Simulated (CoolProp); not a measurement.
The numbers come from the reference Helmholtz-energy equation of state, Akasaka 2024 in CoolProp.

**Question.** Give the vapour pressure (kPa), vapour density (kg/m³), enthalpy of vaporisation (kJ/kg), liquid cp (kJ/(kg K)) of saturated R1132(E) at -19.15 °C.

**Answer.** 
```
T (°C)  p (kPa)  vapour density (kg/m³)  enthalpy of vaporisation (kJ/kg)  liquid cp (kJ/(kg K))
------  -------  ----------------------  --------------------------------  ---------------------
-19.15      428                    14.3                               274                   1.68
```
